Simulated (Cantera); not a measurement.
A closed system holds: 1 mol Si2Cl6, 0.09 mol HCl, 85 mol N2.

Method: chemical equilibrium by Gibbs-energy minimisation in Cantera with the NASA 1993 tables (ideal gas, pure condensed phases). Candidate condensed phases: NH4Cl, Si, Si3N4; 28 gas species. The feed counts by its element totals alone. N2 is the only nitrogen source here; it is nearly inert below about 1500 K, so the nitride shown seldom forms there in practice. The tables' values for SiCl3 are old estimates. Kinetics and transport are ignored.

**Question.** What condenses at these points (T in K, P in Pa): (1223, 56000); (1348, 100); (1348, 350); (1248, 1300); (1373, 200000)?

**Answer.** 
```csv
T (K),P in Pa,condensed phases,Si condensed (%)
1223,56000,Si3N4,24.7
1348,100,gas only,0.0
1348,350,gas only,0.0
1248,1300,Si3N4,21.9
1373,200000,Si3N4,23.9
```
